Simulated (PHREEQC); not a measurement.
Consider water at 20 °C with 0.069 mol/kgw NH4Cl, 0.0012 mol/kgw Na2SO4 and 0.00057 mol/kgw LiCl. Closed to the air; pH follows from the charge balance.

Computed with PHREEQC (ion-association model, phreeqc.dat).

```tsv
quantity	before	after
pH	5.39	8.04
SO4-2 (mol/kgw)	0.000882	0.000889
NH4SO4- (mol/kgw)	0.000313	0.000306
NaSO4- (mol/kgw)	4.24e-6	4.28e-6
HSO4- (mol/kgw)	1.64e-7	3.69e-10
SI of Halite (NaCl)	-5.54	-5.54
```

Question: Which change was made?
A) LiCl from 0.00057 to 0.00114 mol/kgw
B) 0.0022 mol/kgw TMAH added
C) temperature from 20 to 85 °C
D) LiCl left out
E) temperature from 20 to 60 °C

Answer: B, 0.0022 mol/kgw TMAH added

No solid was allowed to form. (CH3)4N+ isn't in the database: it is added as a free cation with an ion size of 4 Å.
